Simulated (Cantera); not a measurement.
**Equilibrium for chlorosilane synthesis and conversion: SiCl4 + HCl + H2**

Input: 1 mol SiCl4, 4.6 mol HCl, 0.4 mol H2, at 1250 K and 12000 Torr.

These are equilibrium values from Cantera (NASA tables, ideal gas, pure condensed phases), not measurements of a reactor. Candidate condensed phases: Si; 19 gas species. The tables' values for SiCl3 are old estimates; treat these amounts as uncertain. The numbers say what is thermodynamically allowed, not how fast it happens.

```json
{
 "x(HCl)": "0.767",
 "x(SiCl4)": "0.166",
 "x(H2)": "0.0661",
 "x(SiHCl3)": "0.000509",
 "x(SiCl3)": "0.000112",
 "gas_amount": "6.000 mol",
 "log10 activity of Si(s) (absent)": "-7.62"
}
```
